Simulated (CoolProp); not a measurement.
The fluid at 437.54 K and 0.452 MPa is throttled through a valve to 0.0993 MPa with no heat exchange. The same conditions are run with several fluids, on thermodynamics alone (safety and materials aside).

The numbers come from the reference Helmholtz-energy equation of state of each fluid (o-xylene: Zhou 2012; m-xylene: Zhou 2012; decamethyltetrasiloxane (MD2M): Thol 2017; octamethyltrisiloxane (MDM): Thol 2017; ethylbenzene: Zhou 2012) in CoolProp.

```json
[
 {"fluid": "o-xylene", "temperature change (K)": "?", "final phase": "?", "final density (kg/m³)": "?"},
 {"fluid": "m-xylene", "temperature change (K)": "-26.1", "final phase": "?", "final density (kg/m³)": "?"},
 {"fluid": "decamethyltetrasiloxane (MD2M)", "temperature change (K)": "+0.1", "final phase": "liquid", "final density (kg/m³)": "703"},
 {"fluid": "octamethyltrisiloxane (MDM)", "temperature change (K)": "?", "final phase": "two-phase, vapour fraction 0.177", "final density (kg/m³)": "38.7"},
 {"fluid": "ethylbenzene", "temperature change (K)": "-29.0", "final phase": "two-phase, vapour fraction 0.190", "final density (kg/m³)": "16.8"}
]
```

Question: What belongs in the gaps?

Answer: 
- o-xylene, temperature change (K): -20.8
- o-xylene, final phase: two-phase, vapour fraction 0.134
- o-xylene, final density (kg/m³): 23.1
- m-xylene, final phase: two-phase, vapour fraction 0.166
- m-xylene, final density (kg/m³): 19.0
- octamethyltrisiloxane (MDM), temperature change (K): -12.7
